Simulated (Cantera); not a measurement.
Input (Python, Cantera):

```python
import numpy as np
import cantera as ct

gas = ct.Solution("gri30.yaml")
gas.TPX = 425, 460000, {'CH4': 1, 'H2': 0.41, 'O2': 2.76, 'N2': 12.7, 'H2O': 5}
inlet = ct.Reservoir(gas, clone=True)
gas.equilibrate("HP")  # start burning
reactor = ct.IdealGasConstPressureReactor(gas, energy="on", clone=False)
exhaust = ct.Reservoir(gas, clone=True)
tau = [0.35, 0.11, 0.035, 0.011, 0.0036, 0.0011, 0.00036, 0.00011, 3.6e-05, 1.2e-05][0]
for a, b in ((inlet, reactor), (reactor, exhaust)):
    ct.MassFlowController(a, b, mdot=lambda t: reactor.mass / tau)
net = ct.ReactorNet([reactor])
show = ['CH4', 'H2', 'O2', 'HCO', 'CH2O', 'H2O', 'CO2']

rows = []
print(f"{'tau/s':>10s}{'T/K':>9s}" + "".join(f"{s:>11s}" for s in show))
for tau in [0.35, 0.11, 0.035, 0.011, 0.0036, 0.0011, 0.00036, 0.00011, 3.6e-05, 1.2e-05]:
    net.initial_time = 0.0
    net.advance(30 * tau)
    before = gas.X
    net.advance(40 * tau)
    drift = np.max(np.abs(gas.X - before) / (gas.X + 1e-9))
    rows.append([gas.T, *gas[show].X, drift])
    print(f"{tau:10.3e}{gas.T:9.1f}" + "".join(f"{x:11.3e}" for x in gas[show].X))
```

It prints:

```
     tau/s      T/K        CH4         H2         O2        HCO       CH2O        H2O        CO2
 3.500e-01   1564.7  9.053e-06  3.727e-05  2.565e-02  1.220e-09  6.479e-07  3.419e-01  4.608e-02
 1.100e-01   1563.2  2.064e-05  8.372e-05  2.573e-02  3.875e-09  1.633e-06  3.417e-01  4.596e-02
 3.500e-02   1559.8  4.830e-05  1.942e-04  2.596e-02  1.222e-08  4.140e-06  3.415e-01  4.566e-02
 1.100e-02   1550.8  1.278e-04  4.837e-04  2.664e-02  3.944e-08  1.139e-05  3.408e-01  4.482e-02
 3.600e-03   1514.0  5.126e-04  1.478e-03  2.953e-02  1.296e-07  4.299e-05  3.382e-01  4.125e-02
 1.100e-03    425.0  4.572e-02  1.875e-02  1.262e-01 -5.709e-35  9.733e-17  2.286e-01  3.657e-15
 3.600e-04    425.0  4.572e-02  1.875e-02  1.262e-01  1.190e-37  3.692e-18  2.286e-01  1.387e-16
 1.100e-04    425.0  4.572e-02  1.875e-02  1.262e-01  1.692e-40  5.249e-21  2.286e-01  1.972e-19
 3.600e-05    425.0  4.572e-02  1.875e-02  1.262e-01  1.068e-41  3.315e-22  2.286e-01  1.246e-20
 1.200e-05    425.0  4.572e-02  1.875e-02  1.262e-01  6.745e-43  2.094e-23  2.286e-01  7.869e-22
```

Cantera simulation using GRI-Mech 3.0 (53 species, 325 reactions); the numbers are that mechanism's predictions, not measurements.
